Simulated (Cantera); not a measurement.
Input: 1 mol (CH3)2SiCl2, 0.014 mol CH4, 27 mol H2, at 0.470 bar.

Method: chemical equilibrium by Gibbs-energy minimisation in Cantera with the NASA 1993 tables (ideal gas, pure condensed phases). Candidate condensed phases: C, C6H6, C7H8, C8H18, Si, SiC; 109 gas species. The feed counts by its element totals alone. Kinetics and transport are ignored.

**Question.** At 1823 K, list the 4 most abundant gas species with their mole fractions, and the condensed phases.

**Answer.** H2 0.935, HCl 0.0637, H 0.000611, SiCl2 0.000347. Condensed: C(graphite) + SiC(s).
